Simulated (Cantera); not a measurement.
## Adiabatic ignition

An adiabatic, constant-volume homogeneous reactor starts with CH4 : O2 : N2 = 1 : 1.11 : 6.22 (molar parts), equivalence ratio 1.8, at 1150 K and 16.8 atm.

Model: GRI-Mech 3.0 (53 species, 325 reactions), integrated in Cantera. The pressure lies above the range GRI-Mech 3.0 was tuned for (to about 10 atm).

```tsv
t (s)	T (K)	P (bar)	x CH4	x O2	x CH2O	x OH	x C2H
7.00e-6	1150	17.0	0.120	0.133	1.06e-9	8.30e-12	<1e-12
1.66e-5	1150	17.0	0.120	0.133	6.30e-9	2.36e-11	<1e-12
3.94e-5	1150	17.0	0.120	0.133	4.07e-8	7.57e-11	<1e-12
9.36e-5	1150	17.0	0.120	0.133	3.04e-7	2.65e-10	<1e-12
0.000222	1150	17.0	0.120	0.133	2.40e-6	7.62e-10	<1e-12
0.000528	1150	17.0	0.120	0.133	1.19e-5	1.11e-9	<1e-12
0.00125	1150	17.0	0.120	0.133	3.98e-5	1.56e-9	<1e-12
0.00297	1152	17.0	0.120	0.133	0.000138	3.34e-9	<1e-12
0.00706	1170	17.3	0.117	0.131	0.000944	3.59e-8	<1e-12
0.0168	2416	39.6	6.03e-9	4.98e-7	1.47e-7	0.000185	<1e-12
0.0398	2416	39.6	6.03e-9	4.98e-7	1.47e-7	0.000185	<1e-12
0.0945	2416	39.6	6.03e-9	4.98e-7	1.47e-7	0.000185	<1e-12
0.224	2416	39.6	6.03e-9	4.98e-7	1.47e-7	0.000185	<1e-12
0.532	2416	39.6	6.03e-9	4.98e-7	1.47e-7	0.000185	<1e-12
1.26	2416	39.6	6.03e-9	4.98e-7	1.47e-7	0.000185	<1e-12
3.00	2416	39.6	6.03e-9	4.98e-7	1.47e-7	0.000185	<1e-12
```
x: mole fraction; the columns are a selection and need not sum to one.

```
Item                                                                Result
---------------------------------  ---------------------------------------
time of steepest temperature rise                                  8.73 ms
temperature at 3.00 s                                               2416 K
equilibrium temperature                                             2416 K
x(CH4) at 3.00 s                   6.03e-9 (gas-phase equilibrium 6.67e-9)
x(O2) at 3.00 s                    4.98e-7 (gas-phase equilibrium 4.98e-7)
x(CH2O) at 3.00 s                  1.47e-7 (gas-phase equilibrium 1.47e-7)
```
